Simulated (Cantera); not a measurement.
A closed system holds: 1 mol C2H2, 1.3 mol CO2, a varied amount of H2, held at 1 atm.

These are equilibrium values from Cantera (NASA tables, ideal gas, pure condensed phases), not measurements of a reactor. Candidate condensed phases: C, C6H6, C7H8, C8H18, H2O; 110 gas species. Kinetics and transport are ignored.

Stable condensed phases, one row left out:

```
T in °C \ n(H2) in mol
           7 8.6  11  13  16  20  25  31  39
   1002    A   A   A   A   A   A   A   A   A
    952    A   A   A   A   A   A   A   A   A
    902    A   A   A   A   A   A   A   A   A
    852    A   A   A   A   A   A   A   A   B
    802    A   A   A   A   A   A   A   B   B
    752    A   A   A   A   A   A   B   B   B
    702    A   A   A   A   A   B   B   B   B
    652    A   A   A   A   A   B   B   B   B
    602    A   A   A   A   B   B   B   B   B
    502    A   A   B   B   B   B   B   B   B
    452    A   A   B   B   B   B   B   B   B
    402    A   B   B   B   B   B   B   B   B
    352    A   B   B   B   B   B   B   B   B
```

A: C; B: gas only.

Question: Give the row for 552 °C.

Answer: 7: C; 8.6: C; 11: C; 13: gas only; 16: gas only; 20: gas only; 25: gas only; 31: gas only; 39: gas only.
